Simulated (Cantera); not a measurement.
## Hydrogen reduction and annealing atmospheres: Fe₃O₄ + H₂ + N₂

Feed: 1 mol Fe₃O₄, 14 mol H₂, 50 mol N₂, held at 1502 °C.

Equilibrium computed with Cantera from the NASA thermochemical tables; the gas is ideal and each condensed phase is pure. Candidate condensed phases: Fe, FeO, Fe(OH)₂, Fe(OH)₃, Fe₂O₃, Fe₃O₄, H₂O; 27 gas species. Rates play no part.

| P (Pa) | log p N₂ | log p H₂ | log p H₂O | log p Fe | log p H | log p OH | log p FeO | log p NH₃ | n Fe(δ) |
|---|---|---|---|---|---|---|---|---|---|
| 10 | -4.13 | -4.84 | -5.23 | -5.35 | -5.96 | -7.55 | -7.71 | -13.84 | 0 |
| 42 | -3.51 | -4.21 | -4.60 | -4.73 | -5.64 | -7.24 | -7.09 | -12.58 | 0 |
| 180 | -2.86 | -3.56 | -3.96 | -4.69 | -5.32 | -6.92 | -7.05 | -11.28 | 2.26 |
| 750 | -2.23 | -2.93 | -3.33 | -4.69 | -5.01 | -6.61 | -7.05 | -10.03 | 2.82 |
| 3200 | -1.60 | -2.30 | -2.70 | -4.69 | -4.69 | -6.29 | -7.05 | -8.77 | 2.96 |
| 13000 | -0.99 | -1.69 | -2.09 | -4.69 | -4.38 | -5.99 | -7.05 | -7.55 | 2.99 |
| 56000 | -0.36 | -1.06 | -1.46 | -4.69 | -4.07 | -5.67 | -7.05 | -6.28 | 3.00 |
| 240000 | 0.27 | -0.43 | -0.82 | -4.69 | -3.75 | -5.36 | -7.05 | -5.01 | 3.00 |
| 1000000 | 0.89 | 0.19 | -0.20 | -4.69 | -3.44 | -5.05 | -7.05 | -3.77 | 3.00 |
log p: log10 of the partial pressure in bar; n: condensed amount in mol.

From 0.0750 Torr to 0.315 Torr nothing is condensed. From 1.35 Torr to 7500 Torr the condensed part is Fe(δ). The main Fe-bearing gas is Fe at 0.0750 Torr and Fe(OH)₂ at 7500 Torr.
